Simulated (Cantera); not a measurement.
A freely propagating, adiabatic, planar premixed flame of CH3OH : O2 : N2 : H2 = 1 : 1.65 : 6.1 : 0.16 (molar parts), equivalence ratio 0.96, unburnt at 650 K and 4.20 bar; mixture-averaged transport, grid criteria slope 0.08 and curve 0.16, no radiation.

Cantera simulation using GRI-Mech 3.0 (53 species, 325 reactions); the numbers are that mechanism's predictions, not measurements. GRI-Mech 3.0 was tuned for natural gas; its chemistry of methanol as a main component is partial and can be far from experiment. Burning velocities carry a grid error of a few per cent, more on coarse grids.

x: mole fraction of selected species; z is measured from the peak of heat release.

```json
[
 {"z (mm)": "-0.231", "T (K)": "650", "u (m/s)": "1.23", "x CH3OH": "0.112", "x O2": "0.185", "x OH": "<1e-8", "x H2O2": "8.22e-7", "x C2H4": "<1e-8", "x CO": "1.56e-5"},
 {"z (mm)": "-0.154", "T (K)": "653", "u (m/s)": "1.24", "x CH3OH": "0.112", "x O2": "0.184", "x OH": "<1e-8", "x H2O2": "6.07e-6", "x C2H4": "<1e-8", "x CO": "0.000115"},
 {"z (mm)": "-0.116", "T (K)": "662", "u (m/s)": "1.26", "x CH3OH": "0.111", "x O2": "0.183", "x OH": "<1e-8", "x H2O2": "2.49e-5", "x C2H4": "<1e-8", "x CO": "0.000473"},
 {"z (mm)": "-0.0770", "T (K)": "714", "u (m/s)": "1.36", "x CH3OH": "0.108", "x O2": "0.178", "x OH": "<1e-8", "x H2O2": "0.000142", "x C2H4": "1.65e-8", "x CO": "0.00273"},
 {"z (mm)": "-0.0385", "T (K)": "…", "u (m/s)": "1.95", "x CH3OH": "…", "x O2": "…", "x OH": "…", "x H2O2": "…", "x C2H4": "…", "x CO": "…"},
 {"z (mm)": "-0.0193", "T (K)": "1347", "u (m/s)": "2.71", "x CH3OH": "0.0479", "x O2": "0.118", "x OH": "4.84e-5", "x H2O2": "0.00125", "x C2H4": "3.76e-7", "x CO": "0.0376"},
 {"z (mm)": "0", "T (K)": "1757", "u (m/s)": "3.63", "x CH3OH": "0.00618", "x O2": "0.0763", "x OH": "0.00162", "x H2O2": "0.000105", "x C2H4": "6.47e-7", "x CO": "0.0627"},
 {"z (mm)": "0.0193", "T (K)": "1930", "u (m/s)": "3.99", "x CH3OH": "4.07e-5", "x O2": "0.0503", "x OH": "0.00660", "x H2O2": "1.71e-6", "x C2H4": "9.28e-8", "x CO": "0.0580"},
 {"z (mm)": "0.0385", "T (K)": "2016", "u (m/s)": "4.15", "x CH3OH": "1.01e-7", "x O2": "0.0375", "x OH": "0.00960", "x H2O2": "1.18e-6", "x C2H4": "<1e-8", "x CO": "0.0458"},
 {"z (mm)": "0.0770", "T (K)": "2127", "u (m/s)": "4.34", "x CH3OH": "<1e-8", "x O2": "0.0285", "x OH": "0.0108", "x H2O2": "8.72e-7", "x C2H4": "<1e-8", "x CO": "0.0325"},
 {"z (mm)": "0.154", "T (K)": "2244", "u (m/s)": "4.54", "x CH3OH": "<1e-8", "x O2": "…", "x OH": "0.0101", "x H2O2": "…", "x C2H4": "<1e-8", "x CO": "…"},
 {"z (mm)": "0.308", "T (K)": "2338", "u (m/s)": "4.70", "x CH3OH": "<1e-8", "x O2": "0.0183", "x OH": "0.00852", "x H2O2": "4.46e-7", "x C2H4": "<1e-8", "x CO": "0.0177"},
 {"z (mm)": "0.616", "T (K)": "2398", "u (m/s)": "4.80", "x CH3OH": "<1e-8", "x O2": "0.0154", "x OH": "0.00713", "x H2O2": "3.63e-7", "x C2H4": "<1e-8", "x CO": "0.0135"}
]
```

Task: Fill in the missing entries.

Result: 
- -0.0385, T (K): 997
- -0.0385, x CH3OH: 0.0844
- -0.0385, x O2: 0.151
- -0.0385, x OH: 2.02e-7
- -0.0385, x H2O2: 0.000821
- -0.0385, x C2H4: 1.48e-7
- -0.0385, x CO: 0.0171
- 0.154, x O2: 0.0226
- 0.154, x H2O2: 6.10e-7
- 0.154, x CO: 0.0234
